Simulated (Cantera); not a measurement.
Thermodynamics of silicon carbide growth, feed (CH3)2SiCl2 + CH4 + H2

Feed: 1 mol (CH3)2SiCl2, 1.4 mol CH4, 110 mol H2, equilibrated at 1950 K.

Method: chemical equilibrium by Gibbs-energy minimisation in Cantera with the NASA 1993 tables (ideal gas, pure condensed phases). Candidate condensed phases: C, C6H6, C7H8, C8H18, Si, SiC; 109 gas species. The feed counts by its element totals alone. The tables' values for SiCl are old estimates; treat these amounts as uncertain. Rates play no part.

| P (Pa) | log p H2 | log p H | log p HCl | log p Si | log p C2H2 (acetylene) | log p CH4 | n C(graphite) | n SiC(s) |
|---|---|---|---|---|---|---|---|---|
| 100 | -3.02 | -4.45 | -4.79 | -5.97 | -6.29 | -9.36 | 2.41 | 0.852 |
| 400 | -2.41 | -4.15 | -4.18 | -5.97 | -5.68 | -8.14 | 2.31 | 0.959 |
| 1600 | -1.81 | -3.84 | -3.57 | -5.97 | -5.07 | -6.93 | 2.29 | 0.986 |
| 6300 | -1.21 | -3.55 | -2.97 | -5.97 | -4.47 | -5.73 | 2.28 | 0.993 |
| 25000 | -0.61 | -3.25 | -2.37 | -5.97 | -3.87 | -4.53 | 2.27 | 0.995 |
| 100000 | -0.01 | -2.94 | -1.77 | -5.97 | -3.27 | -3.33 | 2.22 | 0.995 |
log p: log10 of the partial pressure in bar; n: condensed amount in mol.

From 0.00100 bar to 1.00 bar the condensed part is C(graphite) + SiC(s). The main Si-bearing gas is Si at 0.00100 bar and SiCl2 at 1.00 bar.
